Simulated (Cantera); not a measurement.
Charge: 1 mol AlCl₃, 0.6 mol HCl, 61 mol H₂, at 40.0 mbar.

These are equilibrium values from Cantera (NASA tables, ideal gas, pure condensed phases), not measurements of a reactor. Candidate condensed phases: Al, AlCl₃; 12 gas species. The tables' values for AlCl₂ are old estimates; treat these amounts as uncertain. Equilibrium is a limit: real reactors are often held back by kinetics, nucleation or transport. All values below are at 1702 °C.

Base state: H₂ 0.938, HCl 0.0399, AlCl 0.0150, H 0.00662, AlCl₂ 0.000578, Cl 0.000211, AlCl₃ 4.56e-5, Al 4.42e-5 (mole fractions); condensed: gas only.

**Question.** What changes in the equilibrium state with this change: pressure from 40.0 mbar to 1.00 bar?

**Answer.** 
```json
[
 {"species": "H₂", "before": "0.938", "after": "0.946"},
 {"species": "HCl", "before": "0.0399", "after": "0.0370"},
 {"species": "AlCl", "before": "0.0150", "after": "0.0127"},
 {"species": "H", "before": "0.00662", "after": "0.00133"},
 {"species": "AlCl₃", "before": "4.56e-5", "after": "0.000820"},
 {"species": "Al", "before": "4.42e-5", "after": "8.09e-6"},
 {"species": "Cl", "before": "0.000211", "after": "3.89e-5"},
 {"species": "AlCl₂", "before": "0.000578", "after": "0.00225"}
]
```

**Question.** What changes in the equilibrium state with this change: pressure from 40.0 mbar to 1.33 mbar?

**Answer.** 
```json
[
 {"species": "H₂", "before": "0.938", "after": "0.909"},
 {"species": "HCl", "before": "0.0399", "after": "0.0391"},
 {"species": "H", "before": "0.00662", "after": "0.0357"},
 {"species": "Cl", "before": "0.000211", "after": "0.00115"},
 {"species": "AlCl", "before": "0.0150", "after": "0.0151"},
 {"species": "AlCl₃", "before": "4.56e-5", "after": "1.51e-6"},
 {"species": "Al", "before": "4.42e-5", "after": "0.000245"},
 {"species": "AlCl₂", "before": "0.000578", "after": "0.000106"}
]
```
